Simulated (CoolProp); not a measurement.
Hydrogen chloride at 298.15 K and 1.27 MPa is throttled through a valve to 0.52 MPa with no heat exchange. Each further row changes one setting.

Model: reference Helmholtz-energy equation of state, Thol 2018, in CoolProp.

```
case                       temperature change (K)  final density (kg/m³)
-------------------------  ----------------------  ---------------------
as stated                                   -12.1                   8.27
outlet pressure 0.156 MPa                   -18.6                   2.48
outlet pressure 0.676 MPa                    -9.5                   10.8
```
